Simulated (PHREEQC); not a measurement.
Model water analysis in mg/kgw, 37 °C, pH 6.23, pe -1.3:

```json
[
 {"constituent": "Na", "mg/kgw": "1560"},
 {"constituent": "K", "mg/kgw": "33.2"},
 {"constituent": "Ca", "mg/kgw": "86"},
 {"constituent": "Mg", "mg/kgw": "256"},
 {"constituent": "Cl", "mg/kgw": "2580"},
 {"constituent": "S(6) as SO4", "mg/kgw": "1040"},
 {"constituent": "Alkalinity as HCO3", "mg/kgw": "79.6"},
 {"constituent": "Li", "mg/kgw": "1.96"}
]
```

Valence states are taken as typed.

The numbers come from PHREEQC with the ion-association model, phreeqc.dat.

No solid was allowed to form.

**Question.** Estimate the ionic strength, specific conductance.

**Answer.** ionic strength 0.105 mol/kgw; specific conductance 11600 µS/cm.

**Question.** In which forms is K present?

**Answer.** K+ 98 %, KSO4- 2.1 % of the K.

At this temperature some constants are extrapolated from 25 °C, and those without enthalpy data are left unchanged.
